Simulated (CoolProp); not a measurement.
n-heptane along the isotherm 546.9 K: Z from the reference equation and from simpler models built on Tc = 541.2 K, pc = 2.774 MPa, ω = 0.349; each cubic takes its own stable root.

The numbers come from the reference Helmholtz-energy equation of state, Span 2003 in CoolProp. It is a short technical equation, of lower accuracy than the large ones.

| p (MPa) | phase | reference | van der Waals | Redlich-Kwong | Soave-Redlich-Kwong | Peng-Robinson |
|---|---|---|---|---|---|---|
| 0.0219 | gas | 0.9973 | 0.9977 | 0.9974 | 0.9974 | 0.9971 |
| 0.0331 | gas | 0.9960 | 0.9965 | 0.9960 | 0.9961 | 0.9956 |
| 0.0499 | gas | 0.9939 | 0.9948 | 0.9940 | 0.9941 | 0.9934 |
| 0.0753 | gas | 0.9908 | 0.9921 | 0.9910 | 0.9910 | 0.9900 |
| 0.114 | gas | 0.9860 | 0.9880 | 0.9863 | 0.9864 | 0.9848 |
| 0.171 | gas | 0.9789 | 0.9819 | 0.9794 | 0.9795 | 0.9772 |
| 0.258 | gas | 0.9679 | 0.9725 | … | … | 0.9653 |
| 0.39 | gas | … | 0.9578 | 0.9521 | 0.9524 | 0.9472 |
| 0.588 | gas | 0.9243 | 0.9352 | 0.9266 | 0.9271 | 0.9192 |
| 0.887 | gas | 0.8818 | 0.8991 | 0.8861 | 0.8870 | 0.8754 |
| 1.34 | gas | 0.8107 | 0.8387 | 0.8195 | 0.8211 | 0.8040 |
| 2.02 | gas | 0.6805 | 0.7279 | 0.7002 | … | 0.6793 |
| 3.05 | supercritical | 0.2509 | 0.3193 | 0.2900 | 0.3114 | … |
| 4.6 | supercritical | 0.2617 | 0.3768 | 0.3138 | 0.3171 | 0.2866 |
| 6.93 | supercritical | 0.3576 | 0.5109 | 0.4145 | 0.4169 | 0.3754 |

Fill in the missing entries.


- 0.258, Redlich-Kwong: 0.9686
- 0.258, Soave-Redlich-Kwong: 0.9689
- 0.39, reference: 0.9508
- 2.02, Soave-Redlich-Kwong: 0.7036
- 3.05, Peng-Robinson: 0.2887
